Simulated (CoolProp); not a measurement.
A simple Rankine cycle with ammonia: condensing at 307.15 K, boiler at 5.43 MPa, turbine inlet 516.1 K, turbine efficiency 0.8, pump efficiency 0.7, no recuperator. Each further row changes one setting.

Model: reference Helmholtz-energy equation of state, Gao 2020, in CoolProp.

```
case                             thermal efficiency (%)  net work (kJ/kg)  heat in (kJ/kg)  turbine exit temperature (K)  volume ratio over the turbine
-------------------------------  ----------------------  ----------------  ---------------  ----------------------------  -----------------------------
as stated                                          13.7               221             1610                             …                           3.33
turbine inlet 536.1 K                              14.0               233             1660                         420.4                           3.33
condensing temperature 299.15 K                    15.4               253                …                         386.3                              …
boiler pressure 3.8 MPa                               …               177             1630                             …                           2.46
turbine efficiency 0.7                             11.9                 …             1610                             …                              …
```

Question: Fill in the missing entries.

Answer: 
- as stated, turbine exit temperature (K): 402.4
- condensing temperature 299.15 K, heat in (kJ/kg): 1650
- condensing temperature 299.15 K, volume ratio over the turbine: 4.07
- boiler pressure 3.8 MPa, thermal efficiency (%): 10.8
- boiler pressure 3.8 MPa, turbine exit temperature (K): 430.4
- turbine efficiency 0.7, net work (kJ/kg): 192
- turbine efficiency 0.7, turbine exit temperature (K): 413.9
- turbine efficiency 0.7, volume ratio over the turbine: 3.44
